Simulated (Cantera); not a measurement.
**Fe(CO)5 + H2 (iron carbonyl, mercury and lead vapours)**

Input: 1 mol Fe(CO)5, 4.6 mol H2, at 120 Torr.

These are equilibrium values from Cantera (NASA tables, ideal gas, pure condensed phases), not measurements of a reactor. Candidate condensed phases: C, C6H6, C7H8, C8H18, Fe, Fe(CO)5, FeO, Fe(OH)2, Fe(OH)3, Fe2O3, Fe3O4, H2O; 114 gas species. Condensed phases not in the tables: cementite and carbon dissolved in iron. The numbers say what is thermodynamically allowed, not how fast it happens.

From 925 °C to 1125 °C the condensed part is C(graphite) + Fe(γ). From 1175 °C to 1225 °C the condensed part is Fe(γ).

```csv
T (°C),x CO,x H2,x H2O,x CO2,n C(graphite),n Fe(γ)
925,0.519,0.478,0.00105,0.000839,0.0125,1.00
975,0.520,0.478,0.000612,0.000427,0.00605,1.00
1025,0.520,0.479,0.000370,0.000230,0.00295,1.00
1075,0.521,0.479,0.000233,0.000129,0.00141,1.00
1125,0.521,0.479,0.000151,7.60e-5,0.000616,1.000
1175,0.521,0.479,0.000101,4.64e-5,0,1.000
1225,0.521,0.479,7.13e-5,3.00e-5,0,1.000
```
x: gas mole fraction; n: condensed amount in mol.
